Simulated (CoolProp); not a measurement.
A closed Brayton cycle with carbon dioxide: compressor inlet 319.15 K and 7.9 MPa, high pressure 17.8 MPa, turbine inlet 690 K, compressor efficiency 0.8, turbine efficiency 0.9, recuperator effectiveness 0.8 (on enthalpy, no pinch check). Each further row changes one setting.

Computed with CoolProp (reference Helmholtz-energy equation of state, Span 1996).

| case | thermal efficiency (%) | net work (kJ/kg) | compressor to turbine work | compressor exit (K) | turbine exit (K) |
|---|---|---|---|---|---|
| as stated | 23.0 | 47.6 | 0.46 | 386.0 | 602.2 |
| turbine inlet 640 K | 21.1 | 39.8 | 0.50 | 386.0 | 555.6 |
| compressor inlet 329.15 K | 21.6 | 41.5 | 0.53 | 401.9 | 602.2 |
| high pressure 15.1 MPa | 21.3 | 40.2 | 0.44 | 372.1 | 619.7 |
| recuperator effectiveness 0.5 | 16.9 | 47.6 | 0.46 | 386.0 | 602.2 |
